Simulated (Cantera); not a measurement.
Feed: 1 mol CO₂, 0.82 mol H₂O, 4.2 mol H₂, held at 1500 K and 2.48 Torr.

Method: chemical equilibrium by Gibbs-energy minimisation in Cantera with the NASA 1993 tables (ideal gas, pure condensed phases). Candidate condensed phases: C, C₆H₆, C₇H₈, C₈H₁₈, H₂O; 110 gas species. Rates play no part.

Base state: H₂ 0.558, H₂O 0.276, CO 0.139, CO₂ 0.0266, H 0.000229 (mole fractions); condensed: gas only.

Task: What changes in the equilibrium state with this change: H₂O from 0.82 to 8.2 mol?

Result: 
```csv
species,before,after
H₂O,0.276,0.651
H₂,0.558,0.274
CO,0.139,0.0389
CO₂,0.0266,0.0357
OH,3.23e-6,1.09e-5
H,0.000229,0.000161
```
